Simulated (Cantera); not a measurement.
Standard-state values (1 bar) from the NASA 1993 polynomials, evaluated with Cantera. Values are per mole of reaction as written; species without (g) are pure solids or liquids, kept so even where they would boil at 1 bar.

Problem. Between 300 and 1350 K, where is each reaction favourable under standard conditions?
- 6 COS(g) ⇌ 3 S2(g) + 6 C + 2 O3(g)

Solution. 
- 6 COS(g) ⇌ 3 S2(g) + 6 C + 2 O3(g): ΔG° is 1557 kJ at 300 K and 1764 kJ at 1350 K; it stays positive (K < 1). ΔH° is 1503 kJ and ΔS° -193 J/K at 1350 K.
